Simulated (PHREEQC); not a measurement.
Consider water at 20 °C with 9.6 mmol/kgw HF, 0.17 mmol/kgw CsF, 0.97 mmol/kgw H4SiO4 and 0.16 mmol/kgw H3PO4. Closed to the air; pH follows from the charge balance.

Model: ion-association model, wateq4f.dat, run in PHREEQC.

The ionic strength comes out as 0.00390 mol/kgw. What activity coefficients do HF2-, H2PO4-, Cs+, SiF6-2, H+ get?

HF2- 0.94, H2PO4- 0.94, Cs+ 0.94, SiF6-2 0.77, H+ 0.94.

No solid was allowed to form. H3PO4, which wateq4f.dat lacks, is added to it with the constant of phreeqc.dat. SiF6-2 is the database's only silicon fluoride.
